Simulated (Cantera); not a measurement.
Charge: 1 mol Si3N4, 0.011 mol CO2, 250 mol H2, 0.0045 mol N2, equilibrated at 0.00300 bar.

Equilibrium computed with Cantera from the NASA thermochemical tables; the gas is ideal and each condensed phase is pure. Candidate condensed phases: C, C6H6, C7H8, C8H18, H2O, Si, SiC, SiO2, Si2N2O, Si3N4; 151 gas species. Mutual solubility and eutectic melting of coexisting phases are not modelled. Gases not in the tables: Si2H6 and higher silanes. Equilibrium is a limit: real reactors are often held back by kinetics, nucleation or transport.

**Question.** Which condensed phases are stable at each of these points (T (°C)): 627, 727, 827, 927, 1027, 1127, 1227, 1327, 1427, 1527, 1627, 1727, 1827, 1927?

**Answer.** 
| T (°C) | condensed phases | Si condensed (%) |
|---|---|---|
| 627 | Si2N2O(s) + Si3N4(s) | 100.0 |
| 727 | Si2N2O(s) + Si3N4(s) | 100.0 |
| 827 | SiC(s) + Si2N2O(s) + Si3N4(s) | 100.0 |
| 927 | SiC(s) + Si2N2O(s) + Si3N4(s) | 100.0 |
| 1027 | Si(s) + SiC(s) + Si2N2O(s) + Si3N4(s) | 100.0 |
| 1127 | Si(s) + SiC(s) + Si2N2O(s) + Si3N4(s) | 99.8 |
| 1227 | Si(s) + SiC(s) | 99.2 |
| 1327 | Si(s) + SiC(s) | 98.9 |
| 1427 | Si(l) + SiC(s) | 97.1 |
| 1527 | Si(l) + SiC(s) | 89.2 |
| 1627 | Si(l) | 60.0 |
| 1727 | gas only | 0.0 |
| 1827 | gas only | 0.0 |
| 1927 | gas only | 0.0 |

From 627 °C to 727 °C the condensed part is Si2N2O(s) + Si3N4(s). From 827 °C to 927 °C the condensed part is SiC(s) + Si2N2O(s) + Si3N4(s). From 1027 °C to 1127 °C the condensed part is Si(s) + SiC(s) + Si2N2O(s) + Si3N4(s). From 1227 °C to 1327 °C the condensed part is Si(s) + SiC(s). From 1427 °C to 1527 °C the condensed part is Si(l) + SiC(s). At 1627 °C the condensed part is Si(l). From 1727 °C to 1927 °C nothing is condensed.
